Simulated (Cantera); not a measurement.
A Cantera script and its output.

```python
import numpy as np
import cantera as ct

gas = ct.Solution("gri30.yaml")


def delay(T, t_max=10):
    gas.TPX = T, 480000, {'CH4': 1, 'O2': 3.33, 'N2': 12.5, 'H2O': 1.4}
    reactor = ct.IdealGasConstPressureReactor(gas, clone=False)
    net = ct.ReactorNet([reactor])
    net.rtol, net.atol = 1e-8, 1e-16
    while net.time < t_max:
        t_old, T_old = net.time, reactor.T
        net.step()
        if reactor.T > T + 400:  # ignition: a rise of 400 K
            return t_old + (T + 400 - T_old) / (reactor.T - T_old) * (net.time - t_old)
    return np.nan


taus = []
for T in [1100, 1200, 1300, 1400, 1500, 1600, 1700]:
    taus.append(delay(T))
    print(f"T0 = {T:6g} K   tau = {taus[-1]:.4e} s")
```

Result:

```
T0 =   1100 K   tau = 3.2731e-02 s
T0 =   1200 K   tau = 8.6675e-03 s
T0 =   1300 K   tau = 2.6518e-03 s
T0 =   1400 K   tau = 8.9474e-04 s
T0 =   1500 K   tau = 3.2714e-04 s
T0 =   1600 K   tau = 1.3004e-04 s
T0 =   1700 K   tau = 5.6975e-05 s
```

Cantera simulation using GRI-Mech 3.0 (53 species, 325 reactions); the numbers are that mechanism's predictions, not measurements.
